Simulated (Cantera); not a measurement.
A perfectly stirred reactor is fed with 45.7 % H2, 30.5 % O2, 23.8 % N2, at 20000 Pa; it is held at 1400 K, and followed from long to short residence time.

Model: GRI-Mech 3.0 (53 species, 325 reactions), integrated in Cantera. The temperature is held fixed by assumption; the heat of reaction is taken as removed at once.

Question: Predict: x(H2) at τ = 6.50 s; x(O2) at τ = 6.50 s; x(H) at τ = 6.50 s; x(H2O) at τ = 6.50 s; x(H2O2) at τ = 6.50 s; x(H2) at τ = 88.0 ms; x(O2) at τ = 88.0 ms; x(H) at τ = 88.0 ms; x(H2O) at τ = 88.0 ms; x(H2O2) at τ = 88.0 ms.

Answer: 
| Property | Result |
|---|---|
| x(H2) at τ = 6.50 s | 0.000119 |
| x(O2) at τ = 6.50 s | 0.0987 |
| x(H) at τ = 6.50 s | 4.77e-6 |
| x(H2O) at τ = 6.50 s | 0.592 |
| x(H2O2) at τ = 6.50 s | 2.04e-7 |
| x(H2) at τ = 88.0 ms | 0.00211 |
| x(O2) at τ = 88.0 ms | 0.0988 |
| x(H) at τ = 88.0 ms | 0.000367 |
| x(H2O) at τ = 88.0 ms | 0.588 |
| x(H2O2) at τ = 88.0 ms | 1.33e-6 |
